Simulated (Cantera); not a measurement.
Input: 1 mol CH3SiCl3, 0.0065 mol C2H4, 3.8 mol H2, equilibrated at 17.3 Torr.

These are equilibrium values from Cantera (NASA tables, ideal gas, pure condensed phases), not measurements of a reactor. Candidate condensed phases: C, C6H6, C7H8, C8H18, Si, SiC; 109 gas species. The feed counts by its element totals alone. The tables' values for SiCl, SiCl3 are old estimates; treat these amounts as uncertain. Gases not in the tables: Si2H6 and higher silanes. The numbers say what is thermodynamically allowed, not how fast it happens. All values below are at 2250 K.

Base state: H2 0.573, HCl 0.324, SiCl2 0.0420, H 0.0371, Cl 0.0152, Si 0.00321, SiCl 0.00212, C2H2 (acetylene) 0.00192 (mole fractions); condensed: C(graphite) + SiC(s).

Q: What changes in the equilibrium state with this change: CH3SiCl3 replaced by (CH3)2SiCl2?

A: 
```json
[
 {"species": "H2", "before": "0.573", "after": "0.718"},
 {"species": "HCl", "before": "0.324", "after": "0.210"},
 {"species": "H", "before": "0.0371", "after": "0.0415"},
 {"species": "SiCl2", "before": "0.0420", "after": "0.0141"},
 {"species": "Cl", "before": "0.0152", "after": "0.00879"},
 {"species": "SiCl3", "before": "0.000289", "after": "5.59e-5"},
 {"species": "SiCl", "before": "0.00212", "after": "0.00123"},
 {"species": "C2H2 (acetylene)", "before": "0.00192", "after": "0.00240"},
 {"species": "SiH2", "before": "2.67e-5", "after": "3.35e-5"},
 {"species": "SiH", "before": "0.000148", "after": "0.000166"},
 {"species": "C(graphite), mol", "before": "0.321", "after": "1.12"},
 {"species": "SiC(s), mol", "before": "0.658", "after": "0.842"}
]
```

Q: What changes in the equilibrium state with this change: H2 from 3.8 to 16 mol?

A: 
| species | before | after |
|---|---|---|
| H2 | 0.573 | 0.802 |
| HCl | 0.324 | 0.136 |
| H | 0.0371 | 0.0438 |
| SiCl2 | 0.0420 | 0.00531 |
| Cl | 0.0152 | 0.00540 |
| SiCl3 | 0.000289 | 1.30e-5 |
| SiCl | 0.00212 | 0.000754 |
| C(graphite), mol | 0.321 | 0.0904 |
| SiC(s), mol | 0.658 | 0.798 |
